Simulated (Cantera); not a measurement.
Feed: 1 mol Ca(OH)2, 0.46 mol C, 0.89 mol O2, equilibrated at 325 °C and 13.3 mbar.

These are equilibrium values from Cantera (NASA tables, ideal gas, pure condensed phases), not measurements of a reactor. Candidate condensed phases: C, C6H6, C7H8, C8H18, Ca, CaCO3, CaO, Ca(OH)2, H2O; 115 gas species. Kinetics and transport are ignored.

Base state: H2O 0.517, O2 0.483 (mole fractions); condensed: CaCO3(calcite) + Ca(OH)2(s).

Problem. What changes in the equilibrium state with this change: temperature from 325 °C to 1802 °C?

Solution. 
```csv
species,before,after
H2O,0.517,0.505
CO2,3.66e-6,0.229
O2,0.483,0.224
OH,<1e-9,0.0196
CO,<1e-9,0.0101
Ca(OH)2,<1e-9,9.04e-5
O,<1e-9,0.00478
H2,<1e-9,0.00460
H,<1e-9,0.00157
"CaCO3(calcite), mol",0.460,0
"Ca(OH)2(s), mol",0.540,0
"CaO(s), mol",0,1.000
```
